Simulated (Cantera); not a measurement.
An adiabatic, constant-volume homogeneous reactor starts with CH₄ : CO : O₂ : N₂ : H₂O = 1 : 0.58 : 5.72 : 15 : 3.5 (molar parts), equivalence ratio 0.40, at 1223 K and 140000 Pa.

Model: GRI-Mech 3.0 (53 species, 325 reactions), integrated in Cantera.

One state of this run: T (K) = 2311; P (bar) = 2.63; x CH₄ = <1e-12; x CO = 0.00131; x O₂ = 0.127; x H₂O₂ = 5.52e-7; x H₂ = 0.000808; x C₂H = <1e-12. x: mole fraction; the columns are a selection and need not sum to one.

Problem. Which value of t (s) does it belong to?
A. 0.00465
B. 0.000860
C. 4.00
D. 1.00e-6

Solution. C, 4.00
